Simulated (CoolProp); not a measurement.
n-perfluoropentane along the isotherm 226.85 °C: Z from the reference equation and from simpler models built on Tc = 147.9 °C, pc = 2.063 MPa, ω = 0.436; each cubic takes its own stable root.

The numbers come from the reference Helmholtz-energy equation of state, Gao 2022 in CoolProp.

```tsv
p (MPa)	phase	reference
0.206	gas	0.9821
0.413	gas	0.9638
0.619	gas	0.9453
0.825	gas	0.9266
1.03	gas	0.9077
1.24	gas	0.8882
1.44	gas	0.8695
1.65	gas	0.8498
1.86	gas	0.8300
2.06	gas	0.8113
2.27	supercritical	0.7917
2.48	supercritical	0.7724
2.68	supercritical	0.7543
2.89	supercritical	0.7357
3.09	supercritical	0.7184
```

Question: How far does each simpler model (van der Waals, Redlich-Kwong, Peng-Robinson) lie from the reference over these 15 states: mean and median of the absolute difference, and the worst?

Answer: 
- van der Waals: mean 4.7 %, median 3.1 %, worst -14.1 % at 226.85 °C and 3.09 MPa
- Redlich-Kwong: mean 3.6 %, median 3.0 %, worst -8.8 % at 226.85 °C and 3.09 MPa
- Peng-Robinson: mean 1.2 %, median 1.3 %, worst -1.6 % at 226.85 °C and 2.27 MPa
